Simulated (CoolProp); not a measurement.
Values from CoolProp's reference Helmholtz-energy equation of state, Thol 2019.

**Question.** For dodecamethylpentasiloxane (MD3M), give the phase and the density (kg/m³), cp (kJ/(kg K)), cv (kJ/(kg K)), isothermal compressibility (1/MPa) at 310 K and 20.7 kPa; 423 K and 488 kPa.

**Answer.** 
- 310 K and 20.7 kPa: liquid; density 858, cp 1.74, cv 1.46, isothermal compressibility 0.00168
- 423 K and 488 kPa: liquid; density 747, cp 1.98, cv 1.73, isothermal compressibility 0.00439
